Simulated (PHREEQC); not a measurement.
Make-up at 20 °C: 0.26 mol/kgw FeCl3, 0.016 mol/kgw CuCl2 and 3.8e-05 mol/kgw NaF. Closed to the air; pH follows from the charge balance.

Equilibrium calculation in PHREEQC: ion-association model, phreeqc.dat.

Precipitation was switched off in this run.

Predict the pH.

pH 1.95.

In which forms is Cu present?

Cu+2 79 %, CuCl+ 19 %, CuCl2 1.7 % of the Cu.

Examples of supersaturated solids here: Hematite (slow to form), Goethite (slow to form). Others may be too. Ionic strength above about 0.7 mol/kgw puts this run outside the model's range. Fluoro complexes past AlF4- and FeF3 are missing from the database.
